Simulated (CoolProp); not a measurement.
Vapour-liquid equilibrium of hydrogen sulfide (1) + n-pentane (2) at 54.95 °C; x and y are mole fractions of (1).

The numbers come from the multi-fluid Helmholtz-energy mixture model, Lemmon 2006 and Thol 2019; pair parameters Kunz 2012 in CoolProp.

```json
[
 {"x": "0.05", "bubble pressure (kPa)": "360.2", "y at the bubble point": "0.487", "dew pressure at overall composition x (kPa)": "195.0", "liquid density (mol/L)": "8.412"},
 {"x": "0.15", "bubble pressure (kPa)": "771.4", "y at the bubble point": "0.766", "dew pressure at overall composition x (kPa)": "218.3", "liquid density (mol/L)": "8.922"},
 {"x": "0.25", "bubble pressure (kPa)": "1204", "y at the bubble point": "0.853", "dew pressure at overall composition x (kPa)": "247.5", "liquid density (mol/L)": "9.499"},
 {"x": "0.35", "bubble pressure (kPa)": "1607", "y at the bubble point": "0.892", "dew pressure at overall composition x (kPa)": "285.4", "liquid density (mol/L)": "10.16"},
 {"x": "0.45", "bubble pressure (kPa)": "1959", "y at the bubble point": "0.915", "dew pressure at overall composition x (kPa)": "336.6", "liquid density (mol/L)": "10.92"},
 {"x": "0.55", "bubble pressure (kPa)": "2272", "y at the bubble point": "0.930", "dew pressure at overall composition x (kPa)": "409.7", "liquid density (mol/L)": "11.83"},
 {"x": "0.65", "bubble pressure (kPa)": "2571", "y at the bubble point": "0.944", "dew pressure at overall composition x (kPa)": "523.3", "liquid density (mol/L)": "12.92"},
 {"x": "0.75", "bubble pressure (kPa)": "2889", "y at the bubble point": "0.957", "dew pressure at overall composition x (kPa)": "724.9", "liquid density (mol/L)": "14.30"},
 {"x": "0.85", "bubble pressure (kPa)": "3256", "y at the bubble point": "0.972", "dew pressure at overall composition x (kPa)": "1182", "liquid density (mol/L)": "16.11"},
 {"x": "0.95", "bubble pressure (kPa)": "3692", "y at the bubble point": "0.990", "dew pressure at overall composition x (kPa)": "2722", "liquid density (mol/L)": "18.61"}
]
```

No azeotrope shows between x = 0.05 and 0.95.

The pair parameters rest on a limited set of measurements; away from them the model extrapolates. The gap from Raoult's law changes sign with composition, which may be real or a fault of the pair parameters; it wasn't checked against measurements.
